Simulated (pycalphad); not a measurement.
Phase fields of Li-Mg as a text map

All values are pycalphad results on the COST 507 light-alloy database (1999) (1 atm), not direct measurements. These are 1990s assessments: newer ones move some temperatures and phases. Kinetics are ignored, which matters at the lower temperatures.

Columns run from 0.2 at.% Mg, then 2 to 98 at.% in steps of 2, to 99.8 at.%; rows are temperatures in K.

```
  937 aaaaaaaaaaaaaaaaaaaaaaaaaaaaaaaaaaaaaaaaaaaaaaaaaaa
  923 aaaaaaaaaaaaaaaaaaaaaaaaaaaaaaaaaaaaaaaaaaaaaaaaaaa
  910 aaaaaaaaaaaaaaaaaaaaaaaaaaaaaaaaaaaaaaaaaaaaaaabccc
  897 aaaaaaaaaaaaaaaaaaaaaaaaaaaaaaaaaaaaaaaaaaaabbccccc
  883 aaaaaaaaaaaaaaaaaaaaaaaaaaaaaaaaaaaaaaaaaabbccccccc
  870 aaaaaaaaaaaaaaaaaaaaaaaaaaaaaaaaaaaaaaaabbbcccccccc
  857 aaaaaaaaaaaaaaaaaaaaaaaaaaaaaaaadeeeeeffffccccccccc
  843 aaaaaaaaaaaaaaaaaaaaaaaaaaaaadddeeeeeeffffccccccccc
  830 aaaaaaaaaaaaaaaaaaaaaaaaaaaddddeeeeeeeffffccccccccc
  817 aaaaaaaaaaaaaaaaaaaaaaaaaadddeeeeeeeeeffffccccccccc
  803 aaaaaaaaaaaaaaaaaaaaaaaaaddddeeeeeeeeeffffccccccccc
  790 aaaaaaaaaaaaaaaaaaaaaaadddddeeeeeeeeeeffffccccccccc
  777 aaaaaaaaaaaaaaaaaaaaaadddddeeeeeeeeeeeffffccccccccc
  763 aaaaaaaaaaaaaaaaaaaaadddddeeeeeeeeeeeeffffccccccccc
  750 aaaaaaaaaaaaaaaaaaaadddddeeeeeeeeeeeefffffccccccccc
  737 aaaaaaaaaaaaaaaaaaadddddeeeeeeeeeeeeefffffccccccccc
  723 aaaaaaaaaaaaaaaaaaddddddeeeeeeeeeeeeefffffccccccccc
  710 aaaaaaaaaaaaaaaaaadddddeeeeeeeeeeeeeefffffccccccccc
  697 aaaaaaaaaaaaaaaaadddddeeeeeeeeeeeeeeefffffccccccccc
  683 aaaaaaaaaaaaaaaadddddeeeeeeeeeeeeeeeefffffccccccccc
  670 aaaaaaaaaaaaaaaddddddeeeeeeeeeeeeeeeefffffccccccccc
  657 aaaaaaaaaaaaaaddddddeeeeeeeeeeeeeeeeefffffccccccccc
  643 aaaaaaaaaaaaaddddddeeeeeeeeeeeeeeeeeefffffccccccccc
  630 aaaaaaaaaaaaadddddeeeeeeeeeeeeeeeeeeffffffccccccccc
  617 aaaaaaaaaaaadddddeeeeeeeeeeeeeeeeeeeffffffccccccccc
  603 aaaaaaaaaaaddddddeeeeeeeeeeeeeeeeeeeffffffccccccccc
  590 aaaaaaaaaaddddddeeeeeeeeeeeeeeeeeeeeffffffccccccccc
  577 aaaaaaaaaddddddeeeeeeeeeeeeeeeeeeeeeffffffccccccccc
  563 aaaaaaaaddddddeeeeeeeeeeeeeeeeeeeeeeffffffccccccccc
  550 aaaaaaaadddddeeeeeeeeeeeeeeeeeeeeeeeffffffccccccccc
  537 aaaaaaadddddeeeeeeeeeeeeeeeeeeeeeeeeffffffccccccccc
  523 aaaaaaddddeeeeeeeeeeeeeeeeeeeeeeeeeeffffffccccccccc
  510 aaaaaddddeeeeeeeeeeeeeeeeeeeeeeeeeeeffffffccccccccc
  497 aaaadddeeeeeeeeeeeeeeeeeeeeeeeeeeeefffffffccccccccc
  483 aaadddeeeeeeeeeeeeeeeeeeeeeeeeeeeeefffffffccccccccc
  470 aadeeeeeeeeeeeeeeeeeeeeeeeeeeeeeeeefffffffccccccccc
  457 aeeeeeeeeeeeeeeeeeeeeeeeeeeeeeeeeeefffffffccccccccc
  443 eeeeeeeeeeeeeeeeeeeeeeeeeeeeeeeeeeefffffffccccccccc
  430 eeeeeeeeeeeeeeeeeeeeeeeeeeeeeeeeeeefffffffccccccccc
  417 eeeeeeeeeeeeeeeeeeeeeeeeeeeeeeeeeeefffffffccccccccc
  403 eeeeeeeeeeeeeeeeeeeeeeeeeeeeeeeeeeefffffffccccccccc
  390 eeeeeeeeeeeeeeeeeeeeeeeeeeeeeeeeeeefffffffccccccccc
  377 eeeeeeeeeeeeeeeeeeeeeeeeeeeeeeeeeeefffffffccccccccc
  363 eeeeeeeeeeeeeeeeeeeeeeeeeeeeeeeeeeffffffffccccccccc
  350 eeeeeeeeeeeeeeeeeeeeeeeeeeeeeeeeeeffffffffccccccccc
```

Key: a = liquid; b = hcp + liquid; c = hcp; d = bcc + liquid; e = bcc; f = bcc + hcp.
